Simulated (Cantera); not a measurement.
Moist CO burnout

An isothermal, constant-pressure homogeneous reactor starts with CO : O₂ : H₂O : N₂ = 0.0014 : 0.012 : 0.00023 : 1 (molar parts), equivalence ratio 0.058, at 1475 K and 750 Torr.

Model: GRI-Mech 3.0 (53 species, 325 reactions), integrated in Cantera.

| t (s) | x CO | x O₂ | x H₂O | x CO₂ | x H | x N₂O | x H₂O₂ |
|---|---|---|---|---|---|---|---|
| 0.000500 | 0.00138 | 0.0118 | 0.000227 | 1.48e-8 | 8.37e-11 | 5.28e-12 | <1e-12 |
| 0.00115 | 0.00138 | 0.0118 | 0.000227 | 4.23e-8 | 4.36e-10 | 2.71e-11 | <1e-12 |
| 0.00266 | 0.00138 | 0.0118 | 0.000227 | 2.25e-7 | 3.36e-9 | 2.09e-10 | <1e-12 |
| 0.00613 | 0.00137 | 0.0118 | 0.000226 | 6.89e-6 | 1.18e-7 | 7.05e-9 | 9.10e-12 |
| 0.0141 | 0.000876 | 0.0115 | 0.000200 | 0.000506 | 1.39e-5 | 8.24e-7 | 2.05e-9 |
| 0.0326 | 0.000167 | 0.0112 | 0.000212 | 0.00121 | 4.06e-6 | 1.61e-6 | 1.11e-9 |
| 0.0751 | 2.63e-5 | 0.0112 | 0.000221 | 0.00136 | 3.76e-7 | 1.26e-6 | 2.57e-10 |
| 0.173 | 3.83e-6 | 0.0112 | 0.000224 | 0.00138 | 4.44e-8 | 4.85e-7 | 6.55e-11 |
| 0.399 | 5.34e-7 | 0.0112 | 0.000226 | 0.00138 | 6.79e-9 | 1.09e-7 | 1.93e-11 |
| 0.921 | 1.06e-7 | 0.0112 | 0.000226 | 0.00138 | 1.58e-9 | 3.49e-8 | 7.36e-12 |
| 2.12 | 4.92e-8 | 0.0112 | 0.000226 | 0.00138 | 7.80e-10 | 2.09e-8 | 4.59e-12 |
| 4.90 | 4.40e-8 | 0.0112 | 0.000226 | 0.00138 | 7.04e-10 | 1.94e-8 | 4.29e-12 |
| 11.3 | 4.40e-8 | 0.0112 | 0.000226 | 0.00138 | 7.03e-10 | 1.93e-8 | 4.28e-12 |
| 26.0 | 4.40e-8 | 0.0112 | 0.000226 | 0.00138 | 7.03e-10 | 1.93e-8 | 4.28e-12 |
| 60.0 | 4.40e-8 | 0.0112 | 0.000226 | 0.00138 | 7.03e-10 | 1.93e-8 | 4.28e-12 |
x: mole fraction; the columns are a selection and need not sum to one.

Equilibrium at this temperature and pressure: CO 4.43e-8, O₂ 0.0110, H₂O 0.000226, CO₂ 0.00138, H 7.06e-10, N₂O 1.93e-8, H₂O₂ 4.26e-12 (gas phase only).
